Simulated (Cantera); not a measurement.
## Premixed flame

A freely propagating, adiabatic, planar premixed flame of 9.12 % CH4, 0.912 % CO, 17.0 % O2, 73.0 % N2, equivalence ratio 1.1, unburnt at 625 K and 10.0 bar; multicomponent+Soret transport, grid criteria slope 0.08 and curve 0.16, no radiation.

Model: GRI-Mech 3.0 (53 species, 325 reactions), integrated in Cantera. Burning velocities carry a grid error of a few per cent, more on coarse grids.

```tsv
z (mm)	T (K)	u (m/s)	x CH4	x CO	x O2	x H	x C2H4	x HCN
-0.230	626	0.455	0.0909	0.00912	0.169	<1e-8	2.01e-7	<1e-8
-0.153	633	0.460	0.0900	0.00922	0.169	<1e-8	2.09e-6	1.15e-8
-0.115	657	0.479	0.0877	0.00965	0.167	<1e-8	1.17e-5	6.33e-8
-0.0765	773	0.565	0.0794	0.0121	0.158	1.10e-8	8.35e-5	4.43e-7
-0.0383	1214	0.896	0.0518	0.0236	0.118	6.31e-6	0.000534	2.78e-6
-0.0191	1607	1.19	0.0265	0.0356	0.0761	0.000109	0.000926	5.77e-6
0	1983	1.48	0.00478	0.0449	0.0323	0.00107	0.000349	1.02e-5
0.0191	2141	1.59	0.000183	0.0389	0.0115	0.00232	5.45e-6	7.80e-6
0.0383	2199	1.63	4.35e-6	0.0322	0.00591	0.00230	2.11e-8	2.84e-6
0.0765	2255	1.66	<1e-8	0.0276	0.00294	0.00165	<1e-8	4.36e-7
0.153	2297	1.69	<1e-8	0.0256	0.00132	0.000981	<1e-8	3.49e-8
0.306	2319	1.71	<1e-8	0.0246	0.000525	0.000578	<1e-8	<1e-8
0.612	2328	1.71	<1e-8	0.0242	0.000257	0.000406	<1e-8	<1e-8
```
x: mole fraction of selected species; z is measured from the peak of heat release.

```yaml
laminar_burning_velocity: 45.3 cm/s
thermal_thickness: 0.0765 mm
peak x(H): 0.00241
peak x(C2H4): 0.000936
peak x(HCN): 1.08e-5
grid_points: 136
```
